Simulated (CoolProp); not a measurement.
Vapour-liquid equilibrium of isopentane (1) + toluene (2) at 306.2 K; x and y are mole fractions of (1).

Values from CoolProp's multi-fluid Helmholtz-energy mixture model, Lemmon 2006 and Lemmon 2006; pair parameters Bell 2016.

```csv
x,"bubble pressure, mixture model (MPa)","bubble pressure, Raoult's law (MPa)","y, mixture model","y, Raoult's law"
0.05,0.01372,0.01145,0.604,0.528
0.15,0.02985,0.02298,0.835,0.790
0.25,0.04502,0.03450,0.902,0.876
0.35,0.05850,0.04603,0.932,0.920
0.45,0.07012,0.05756,0.950,0.946
0.55,0.08010,0.06908,0.962,0.963
0.65,0.08894,0.08061,0.971,0.975
0.75,0.09730,0.09214,0.978,0.985
0.85,0.1059,0.1037,0.986,0.992
0.95,0.1155,0.1152,0.995,0.998
```

The largest gap from Raoult's law is +30.5 % in bubble pressure, at x = 0.25. No azeotrope shows between x = 0.05 and 0.95.

Pair parameters are fitted to limited data, so mixtures are less certain than the pure fluids.
